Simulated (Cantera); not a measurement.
## Gas-phase reforming

An isothermal, constant-pressure homogeneous reactor starts with CH4 : H2O = 1 : 1.2 (molar parts), at 1423 K and 760 Torr.

Detailed kinetics in Cantera: GRI-Mech 3.0 (53 species, 325 reactions).

```json
[
 {"t (s)": "2.00e-6", "x CH4": "0.455", "x H2O": "0.545", "x HO2": "<1e-12", "x C2H": "<1e-12", "x O2": "<1e-12", "x C2H6": "2.34e-12"},
 {"t (s)": "1.00e-5", "x CH4": "0.455", "x H2O": "0.545", "x HO2": "<1e-12", "x C2H": "<1e-12", "x O2": "<1e-12", "x C2H6": "3.21e-10"},
 {"t (s)": "5.03e-5", "x CH4": "0.455", "x H2O": "0.545", "x HO2": "<1e-12", "x C2H": "<1e-12", "x O2": "<1e-12", "x C2H6": "4.05e-8"},
 {"t (s)": "0.000252", "x CH4": "0.454", "x H2O": "0.545", "x HO2": "<1e-12", "x C2H": "<1e-12", "x O2": "<1e-12", "x C2H6": "3.88e-6"},
 {"t (s)": "0.00126", "x CH4": "0.454", "x H2O": "0.545", "x HO2": "<1e-12", "x C2H": "<1e-12", "x O2": "<1e-12", "x C2H6": "7.37e-5"},
 {"t (s)": "0.00633", "x CH4": "0.453", "x H2O": "0.545", "x HO2": "<1e-12", "x C2H": "<1e-12", "x O2": "<1e-12", "x C2H6": "0.000417"},
 {"t (s)": "0.0317", "x CH4": "0.447", "x H2O": "0.544", "x HO2": "<1e-12", "x C2H": "4.33e-12", "x O2": "<1e-12", "x C2H6": "0.00114"},
 {"t (s)": "0.159", "x CH4": "0.413", "x H2O": "0.532", "x HO2": "<1e-12", "x C2H": "1.15e-10", "x O2": "1.49e-12", "x C2H6": "0.000859"},
 {"t (s)": "0.798", "x CH4": "0.307", "x H2O": "0.490", "x HO2": "<1e-12", "x C2H": "4.68e-10", "x O2": "<1e-12", "x C2H6": "0.000321"},
 {"t (s)": "4.00", "x CH4": "0.154", "x H2O": "0.415", "x HO2": "<1e-12", "x C2H": "9.37e-10", "x O2": "<1e-12", "x C2H6": "0.000118"}
]
```
x: mole fraction; the columns are a selection and need not sum to one.

Equilibrium at this temperature and pressure: CH4 2.45e-5, H2O 0.0417, HO2 <1e-12, C2H <1e-12, O2 <1e-12, C2H6 2.05e-12 (gas phase only).
